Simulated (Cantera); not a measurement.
Input: 1 mol toluene, 2.7 mol CO2, 88 mol H2.

Cantera equilibrium calculation (NASA polynomials, part measured and part estimated; ideal gas, pure solids and liquids). Candidate condensed phases: C, C6H6, C7H8, C8H18, H2O; 110 gas species. The ideal-gas law is rough above about 30 bar. Rates play no part.

Stable condensed phases, one row left out:

```
T in K \ P in Pa
               10       56      320     1800    10000    56000   320000  1800000 10000000
   2400         A        A        A        A        A        A        A        A        A
   2300         A        A        A        A        A        A        A        A        A
   2200         A        A        A        A        A        A        A        A        A
   2100         A        A        A        A        A        A        A        A        A
   2000         A        A        A        A        A        A        A        A        A
   1800         A        A        A        A        A        A        A        A        B
   1700         A        A        A        A        A        A        A        A        B
   1600         A        A        A        A        A        A        A        A        B
   1500         A        A        A        A        A        A        A        A        B
   1400         A        A        A        A        A        A        A        B        B
   1300         A        A        A        A        A        A        A        B        B
```

A: C; B: gas only.

Question: Give the row for 1900 K.

Answer: 10: C; 56: C; 320: C; 1800: C; 10000: C; 56000: C; 320000: C; 1800000: C; 10000000: C.
